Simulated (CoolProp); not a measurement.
Computed with CoolProp (reference Helmholtz-energy equation of state, Lemmon 2003). It is a pseudo-pure fit of the blend.

Question: For R507A, give the phase and the speed of sound (m/s), conductivity (mW/(m K)) at 205 K and 0.00586 MPa.

Answer: 
- 205 K and 0.00586 MPa: gas; speed of sound 140, conductivity 6.49

Thermal conductivity comes from a separate model (Geller 2001).
